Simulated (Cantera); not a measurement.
Input: 1 mol Cu₂O, 0.36 mol CH₄, 5.9 mol H₂, equilibrated at 13.3 mbar.

Equilibrium computed with Cantera from the NASA thermochemical tables; the gas is ideal and each condensed phase is pure. Candidate condensed phases: C, C₆H₆, C₇H₈, C₈H₁₈, Cu, CuO, Cu(OH)₂, Cu₂O, H₂O; 113 gas species. Equilibrium is a limit: real reactors are often held back by kinetics, nucleation or transport. All values below are at 1298 K.

Base state: H₂ 0.860, H₂O 0.0888, CO 0.0487, CO₂ 0.00287, Cu 1.13e-5 (mole fractions); condensed: Cu(s).

### Question
What changes in the equilibrium state with this change: CH₄ from 0.36 to 4.6 mol?

### Answer
```json
[
 {"species": "H₂", "before": "0.860", "after": "0.938"},
 {"species": "CO", "before": "0.0487", "after": "0.0621"},
 {"species": "CH₄", "before": "4.58e-9", "after": "9.34e-5"},
 {"species": "H₂O", "before": "0.0888", "after": "7.22e-6"},
 {"species": "Cu", "before": "1.13e-5", "after": "1.13e-5"},
 {"species": "CO₂", "before": "0.00287", "after": "2.72e-7"},
 {"species": "Cu(s), mol", "before": "2.00", "after": "2.00"},
 {"species": "C(graphite), mol", "before": "0", "after": "3.60"}
]
```

### Question
What changes in the equilibrium state with this change: CH₄ from 0.36 to 1.9 mol?

### Answer
| species | before | after |
|---|---|---|
| H₂ | 0.860 | 0.906 |
| CO | 0.0487 | 0.0935 |
| CH₄ | 4.58e-9 | 8.73e-5 |
| H₂O | 0.0888 | 1.05e-5 |
| Cu | 1.13e-5 | 1.13e-5 |
| CO₂ | 0.00287 | 6.17e-7 |
| Cu(s), mol | 2.00 | 2.00 |
| C(graphite), mol | 0 | 0.899 |
